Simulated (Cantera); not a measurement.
Feed: 1 mol Fe3O4, 1.1 mol CH4, 0.14 mol CO, equilibrated at 2175 K and 1.00 Torr.

These are equilibrium values from Cantera (NASA tables, ideal gas, pure condensed phases), not measurements of a reactor. Candidate condensed phases: C, C6H6, C7H8, C8H18, Fe, Fe(CO)5, FeO, Fe(OH)2, Fe(OH)3, Fe2O3, Fe3O4, H2O; 114 gas species. The tables' stoichiometric FeO is somewhat more stable than real wüstite, so its field is too wide. FeO: taken at fixed stoichiometry. Rates play no part.

Base state: Fe 0.349, H2O 0.243, CO 0.149, H2 0.107, CO2 0.0647, H 0.0437, FeO 0.0232, OH 0.0133 (mole fractions); condensed: FeO(l).

**Question.** What changes in the equilibrium state with this change: CH4 from 1.1 to 2.1 mol?

**Answer.** 
| species | before | after |
|---|---|---|
| Fe | 0.349 | 0.300 |
| H2 | 0.107 | 0.238 |
| CO | 0.149 | 0.203 |
| H2O | 0.243 | 0.155 |
| FeO | 0.0232 | 0.00574 |
| CO2 | 0.0647 | 0.0255 |
| OH | 0.0133 | 0.00571 |
| H | 0.0437 | 0.0652 |
| O2 | 0.00365 | 0.000303 |
| Fe(OH)2 | 0.000196 | 3.10e-5 |
| O | 0.00381 | 0.00110 |
| FeO(l), mol | 0.834 | 0 |
